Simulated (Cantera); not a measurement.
Input: 1 mol FeS2, 0.49 mol O2, equilibrated at 101000 Pa.

Method: chemical equilibrium by Gibbs-energy minimisation in Cantera with the NASA 1993 tables (ideal gas, pure condensed phases). Candidate condensed phases: Fe, FeO, FeS, FeSO4, FeS2, Fe2O3, Fe2(SO4)3, Fe3O4, S; 12 gas species. FeS: taken at fixed stoichiometry. Gases not in the tables: S3 to S7. Kinetics and transport are ignored.

Task: At 1275 K, list the 4 most abundant gas species with their mole fractions, and the condensed phases.

Result: SO2 0.651, S2 0.330, S2O 0.0186, SO 0.000940. Condensed: FeS(s).
